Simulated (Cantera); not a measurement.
A perfectly stirred reactor is fed with C₂H₆ : O₂ : N₂ : H₂O = 0.0037 : 0.022 : 1 : 0.034 (molar parts), at 230000 Pa; it is held at 1000 K, and followed from long to short residence time.

Model: GRI-Mech 3.0 (53 species, 325 reactions), integrated in Cantera.

### Question
Predict: x(C₂H₆) at τ = 1.90 s; x(O₂) at τ = 1.90 s; x(OH) at τ = 1.90 s; x(CH₂O) at τ = 1.90 s; x(C₂H₆) at τ = 50.0 ms; x(O₂) at τ = 50.0 ms; x(CH₂O) at τ = 50.0 ms.

### Answer
```json
{
  "x(C₂H₆) at τ = 1.90 s": "5.29e-5",
  "x(O₂) at τ = 1.90 s": "0.0102",
  "x(OH) at τ = 1.90 s": "2.05e-7",
  "x(CH₂O) at τ = 1.90 s": "1.02e-5",
  "x(C₂H₆) at τ = 50.0 ms": "0.00349",
  "x(O₂) at τ = 50.0 ms": "0.0208",
  "x(CH₂O) at τ = 50.0 ms": "1.59e-7"
}
```
